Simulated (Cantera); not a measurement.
Input: 1 mol BCl3, a varied amount of H2O, at 10.0 mbar.

These are equilibrium values from Cantera (NASA tables, ideal gas, pure condensed phases), not measurements of a reactor. Candidate condensed phases: B, B2O3, B3O3H3, H2O; 33 gas species. The tables' values for BCl2 are old estimates. Gases not in the tables: H3BO3. Kinetics and transport are ignored.

Stable condensed phases, one row left out:

```
T in °C \ n(H2O) in mol
         1.9 2.6 3.6   5   7 9.6  13
   1650    A   A   A   A   A   A   A
   1600    A   A   A   A   A   A   A
   1550    A   A   A   A   A   A   A
   1500    A   A   A   A   A   A   A
   1450    A   A   A   A   A   A   A
   1400    A   A   A   A   A   A   A
   1300    B   B   A   A   A   A   A
   1250    B   B   B   A   A   A   A
   1200    B   B   B   B   A   A   A
   1150    B   B   B   B   B   A   A
   1100    B   B   B   B   B   B   B
   1050    B   B   B   B   B   B   B
```

A: gas only; B: B2O3.

Question: Give the row for 1350 °C.

Answer: 1.9: B2O3; 2.6: gas only; 3.6: gas only; 5: gas only; 7: gas only; 9.6: gas only; 13: gas only.
